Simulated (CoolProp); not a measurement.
Vapour-liquid equilibrium of CHF3 (R23) (1) + R125 (2) at 1.2 MPa; x and y are mole fractions of (1).

The numbers come from the multi-fluid Helmholtz-energy mixture model, Penoncello 2003 and Lemmon 2005; pair parameters Bell 2016 in CoolProp.

Q: Give the bubble temperature and the first vapour's composition at x = 0.35, 0.5, 0.65. Is there an azeotrope?

A: x = 0.35: 272.4 K, y = 0.591; x = 0.5: 265.4 K, y = 0.738; x = 0.65: 259.4 K, y = 0.844. No azeotrope shows between x = 0.05 and 0.95.

The pair parameters rest on a limited set of measurements; away from them the model extrapolates.
